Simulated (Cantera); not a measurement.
Feed: 1 mol C3H6, 3.6 mol H2, equilibrated at 1427 °C and 96.0 Pa.

Method: chemical equilibrium by Gibbs-energy minimisation in Cantera with the NASA 1993 tables (ideal gas, pure condensed phases). Candidate condensed phases: C, C6H6, C7H8, C8H18; 76 gas species. Kinetics and transport are ignored.

Base state: H2 0.995, H 0.00474, C2H2 (acetylene) 7.30e-5 (mole fractions); condensed: C(graphite).

**Question.** What changes in the equilibrium state with this change: temperature from 1427 °C to 1000 °C?

**Answer.** 
| species | before | after |
|---|---|---|
| H2 | 0.995 | 1.000 |
| H | 0.00474 | 2.31e-5 |
| C2H2 (acetylene) | 7.30e-5 | 3.73e-7 |
| C(graphite), mol | 3.00 | 3.00 |
